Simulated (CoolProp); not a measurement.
Vapour-liquid equilibrium of benzene (1) + n-octane (2) at 939 kPa; x and y are mole fractions of (1).

The numbers come from the multi-fluid Helmholtz-energy mixture model, Thol 2012 and Beckmüller 2019; pair parameters Bell 2016 in CoolProp.

**Question.** Give the bubble temperature and the first vapour's composition at x = 0.05, 0.8, 0.95. Is there an azeotrope?

**Answer.** x = 0.05: 226.2 °C, y = 0.094; x = 0.8: 181.9 °C, y = 0.891; x = 0.95: 176.6 °C, y = 0.973. No azeotrope shows between x = 0.05 and 0.95.

The pair parameters rest on a limited set of measurements; away from them the model extrapolates.
